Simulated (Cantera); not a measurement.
An adiabatic, constant-volume homogeneous reactor starts with 2.84 % CH₄, 9.82 % O₂, 87.3 % N₂, at 1623 K and 1.00 bar.

Cantera simulation using GRI-Mech 3.0 (53 species, 325 reactions); the numbers are that mechanism's predictions, not measurements.

Problem. Predict: time of steepest temperature rise; temperature at 0.300 s; equilibrium temperature; x(O₂) at 0.300 s; x(OH) at 0.300 s; x(NO) at 0.300 s.

Solution. time of steepest temperature rise: 0.619 ms
temperature at 0.300 s: 2334 K
equilibrium temperature: 2334 K
x(O₂) at 0.300 s: 0.0372 (gas-phase equilibrium 0.0372)
x(OH) at 0.300 s: 0.00363 (gas-phase equilibrium 0.00363)
x(NO) at 0.300 s: 0.00745 (gas-phase equilibrium 0.00746)
